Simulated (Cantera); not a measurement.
An isothermal, constant-pressure homogeneous reactor starts with H2 : O2 = 0.011 : 1 (molar parts), equivalence ratio 0.0055, at 1250 K and 0.0158 atm. Integrator tolerance rtol = 1e-08.

Model: the H2/O2 subset of GRI-Mech 3.0, which has no nitrogen chemistry, integrated in Cantera. Radical loss at walls, strong at low pressure, is not modelled.

### Question
What does this change do: pressure from 0.0158 atm to 0.00385 atm?

### Answer
```tsv
quantity	before	after
x(H2) at 2.00 s	7.84e-7 (gas-phase equilibrium 3.02e-9)	2.50e-5 (gas-phase equilibrium 6.11e-9)
x(O2) at 2.00 s	0.989 (gas-phase equilibrium 0.989)	0.984 (gas-phase equilibrium 0.989)
x(OH) at 2.00 s	0.000126 (gas-phase equilibrium 7.90e-6)	0.000714 (gas-phase equilibrium 1.12e-5)
x(H2O) at 2.00 s	0.0109 (gas-phase equilibrium 0.0109)	0.0104 (gas-phase equilibrium 0.0109)
x(H2O2) at 2.00 s	4.69e-9 (gas-phase equilibrium 5.07e-11)	4.93e-9 (gas-phase equilibrium 2.50e-11)
```
